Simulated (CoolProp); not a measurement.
The fluid at 172.23 K and 1.49 MPa flows at 12 m/s in a round tube of 25 mm bore and 15 µm roughness, fully developed (64/Re and Nu = 3.66 if laminar; Colebrook and Gnielinski if turbulent). The same conditions are run with several fluids, on thermodynamics alone (safety and materials aside).

Model: reference Helmholtz-energy equation of state of each fluid (CF4 (R14): Platzer 1990; ethanol: Schroeder 2014; R142b: Lemmon 2006; C3F8 (R218): Lemmon 2006; propylene: Lemmon 2013), in CoolProp. The equations of Platzer and Polt are older, rougher fits.

Problem. Rank CF4 (R14), ethanol, R142b, C3F8 (R218), propylene by Reynolds number, highest first.

Solution. CF4 (R14) (2870000), propylene (499000), C3F8 (R218) (321000), R142b (265000), ethanol (5260)

```json
[
 {"fluid": "CF4 (R14)", "Darcy friction factor": "0.0176", "pressure drop (Pa/m)": "73600", "heat-transfer coefficient (W/(m² K))": "28500", "mass flow (kg/h)": "30800"},
 {"fluid": "ethanol", "Darcy friction factor": "0.0375", "pressure drop (Pa/m)": "96900", "heat-transfer coefficient (W/(m² K))": "1490", "mass flow (kg/h)": "19000"},
 {"fluid": "R142b", "Darcy friction factor": "0.0189", "pressure drop (Pa/m)": "75600", "heat-transfer coefficient (W/(m² K))": "11200", "mass flow (kg/h)": "29500"},
 {"fluid": "C3F8 (R218)", "Darcy friction factor": "0.0187", "pressure drop (Pa/m)": "99300", "heat-transfer coefficient (W/(m² K))": "9290", "mass flow (kg/h)": "39200"},
 {"fluid": "propylene", "Darcy friction factor": "0.0183", "pressure drop (Pa/m)": "35400", "heat-transfer coefficient (W/(m² K))": "17500", "mass flow (kg/h)": "14300"}
]
```

Transport values come from each fluid's own correlations; those of CF4 (R14), R142b, C3F8 (R218), propylene are estimates that may be off by 10 % or more.
